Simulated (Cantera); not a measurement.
Cantera run:

```python
import numpy as np
import cantera as ct

gas_names = """
    B BH BH2 BH3 BN BO BO2 B2 B2O B2O2 B2O3 B3O3H3 H HBO HBO2 HNO HNO2 HNO3 HO2 H2 H2O H2O2 H3B3O6 N NH
    NH2 NH3 NH2OH NO NO2 NO3 N2 N2H2 N2H4 N2O O OH O2 O3
""".split()
cond_names = """
    B(b) B(L) BN(s) B2O3(L) B3O3H3(cr) H2O(s) H2O(L)
""".split()


# ... load() reads the species with a 1 bar reference pressure and builds the phases ...
atoms = {
    'B2O3': {'B': 2, 'O': 3},
    'H2': {'H': 2},
    'NH3': {'N': 1, 'H': 3},
}
top_T = {'BN(s)': 3200}  # K; cautious upper limits of use, not melting points


# ... equilibrate(T, P, feed) seeds the gas with the atoms and calls Mixture.equilibrate('TP', solver="vcs", rtol=1e-11, max_steps=5000) ...
results = []
T = 1473  # K
P = 133.322  # Pa
for m in [24, 30, 37, 45, 56, 68, 84, 100, 130]:
    feed = {'B2O3': 1, 'H2': m, 'NH3': 0.35}  # mol
    mix = equilibrate(T, P, feed)
    results.append((T, P, feed, dict(zip(mix.species_names, mix.species_moles))))

top = {s: max(r[3][s] / sum(r[3][g] for g in gas_names) for r in results) for s in gas_names}
cols = sorted((s for s in top if top[s] > 1e-05), key=lambda s: -top[s])[:9]
seen = [c for c in cond_names if any(r[3].get(c, 0) > 1e-12 for r in results)]
print("log10 of partial pressures in bar; condensed amounts in mol")
print(f"{'n(H2)':>10s}" + "".join(f"{s[:9]:>10s}" for s in cols + seen))
for T, P, feed, n in results:
    ng = sum(n[g] for g in gas_names)
    print(f"{feed['H2']:10.4g}" + "".join(f"{np.log10(max(n[s] / ng * P / 1e5, 1e-99)):10.3f}" for s in cols)
          + "".join(f"{n.get(c, 0):10.4g}" for c in seen))
```

Output:

```
log10 of partial pressures in bar; condensed amounts in mol
     n(H2)        H2      HBO2       HBO      B2O3        N2      B2O2       H2O         H        BO   B2O3(L)
        24    -2.893    -4.817    -4.855    -4.908    -5.034    -5.913    -6.191    -6.344    -6.873    0.4653
        30    -2.892    -4.817    -4.855    -4.908    -5.129    -5.913    -6.191    -6.344    -6.873    0.3352
        37    -2.892    -4.816    -4.855    -4.908    -5.218    -5.913    -6.190    -6.344    -6.873    0.1833
        45    -2.891    -4.816    -4.855    -4.908    -5.301    -5.913    -6.190    -6.344    -6.873  0.009814
        56    -2.889    -4.882    -4.908    -5.030    -5.393    -6.022    -6.200    -6.342    -6.928         0
        68    -2.887    -4.945    -4.959    -5.146    -5.475    -6.127    -6.209    -6.341    -6.980         0
        84    -2.885    -5.015    -5.017    -5.276    -5.565    -6.244    -6.220    -6.340    -7.039         0
       100    -2.883    -5.075    -5.066    -5.386    -5.639    -6.343    -6.230    -6.340    -7.088         0
       130    -2.882    -5.169    -5.142    -5.558    -5.752    -6.497    -6.245    -6.339    -7.165         0
```

Cantera equilibrium calculation (NASA polynomials, part measured and part estimated; ideal gas, pure solids and liquids).
